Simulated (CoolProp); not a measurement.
Properties of hexamethyldisiloxane (MM) at several states (Tc = 245.6 °C, pc = 1.931 MPa, ω = 0.418).

Model: reference Helmholtz-energy equation of state, Thol 2016, in CoolProp.

| T (°C) | p (MPa) | phase | density (kg/m³) | expansivity (1/kK) | fugacity coefficient |
|---|---|---|---|---|---|
| 174.85 | 0.12 | gas | … | … | … |
| 344.65 | 0.0333 | gas | 1.056 | 1.639 | 0.9968 |
| 247.75 | 0.167 | gas | … | … | 0.9697 |

Task: What belongs in the gaps?

Result: 
- 174.85, density (kg/m³): 5.439
- 174.85, expansivity (1/kK): 2.553
- 174.85, fugacity coefficient: 0.9632
- 247.75, density (kg/m³): 6.462
- 247.75, expansivity (1/kK): 2.144
